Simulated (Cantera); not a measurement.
Mixture: 5.58 % CH4, 0.613 % C2H6, 19.3 % O2, 72.5 % N2, 2.01 % CO2, equivalence ratio 0.69, at 9000 Torr, adiabatic and at constant pressure. Ignition delay is the time to a rise of 400 K.

Cantera simulation using GRI-Mech 3.0 (53 species, 325 reactions); the numbers are that mechanism's predictions, not measurements. The pressure lies above the range GRI-Mech 3.0 was tuned for (to about 10 atm).

Predict: delay at 1200 K; delay at 1275 K; delay at 1350 K; delay at 1425 K; delay at 1500 K; delay at 1575 K; delay at 1650 K; apparent activation energy between 1500 and 1650 K.


| Property | Result |
|---|---|
| delay at 1200 K | 0.890 ms |
| delay at 1275 K | 0.364 ms |
| delay at 1350 K | 0.168 ms |
| delay at 1425 K | 84.4 µs |
| delay at 1500 K | 44.9 µs |
| delay at 1575 K | 25.0 µs |
| delay at 1650 K | 14.6 µs |
| apparent activation energy between 1500 and 1650 K | 150 kJ/mol |
